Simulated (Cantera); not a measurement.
A closed system holds: 1 mol SiH2Cl2, 0.0043 mol Cl2, a varied amount of H2, equilibrated at 1125 °C and 75.0 Torr.

Cantera equilibrium calculation (NASA polynomials, part measured and part estimated; ideal gas, pure solids and liquids). Candidate condensed phases: Si; 19 gas species. The numbers say what is thermodynamically allowed, not how fast it happens.

What share of the Si ends up in condensed phases as a function of n(H2) (mol), at 28, 87, 150, 200, 260, 320, 380, 440, 500, 560, 620, 680?


```
n(H2) (mol)  Si condensed (%)     as
-----------  ----------------  -----
28                       74.4  Si(s)
87                       88.7  Si(s)
150                      92.9  Si(s)
200                      94.5  Si(s)
260                      95.7  Si(s)
320                      96.4  Si(s)
380                      97.0  Si(s)
440                      97.4  Si(s)
500                      97.7  Si(s)
560                      97.9  Si(s)
620                      98.1  Si(s)
680                      98.2  Si(s)
```
